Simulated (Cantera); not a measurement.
An adiabatic, constant-pressure homogeneous reactor starts with CH4 : O2 : N2 : CO2 = 1 : 1.54 : 5.78 : 0.64 (molar parts), equivalence ratio 1.3, at 1173 K and 2850 Torr.

Cantera simulation using GRI-Mech 3.0 (53 species, 325 reactions); the numbers are that mechanism's predictions, not measurements.

Question: Predict: time of steepest temperature rise; temperature at 0.100 s; equilibrium temperature; x(O2) at 0.100 s; x(CO2) at 0.100 s; x(HCN) at 0.100 s; x(H) at 0.100 s; x(H2O) at 0.100 s.

Answer: time of steepest temperature rise: 24.3 ms
temperature at 0.100 s: 2540 K
equilibrium temperature: 2540 K
x(O2) at 0.100 s: 0.000836 (gas-phase equilibrium 0.000836)
x(CO2) at 0.100 s: 0.0957 (gas-phase equilibrium 0.0957)
x(HCN) at 0.100 s: 9.50e-9 (gas-phase equilibrium 9.50e-9)
x(H) at 0.100 s: 0.00238 (gas-phase equilibrium 0.00238)
x(H2O) at 0.100 s: 0.184 (gas-phase equilibrium 0.184)
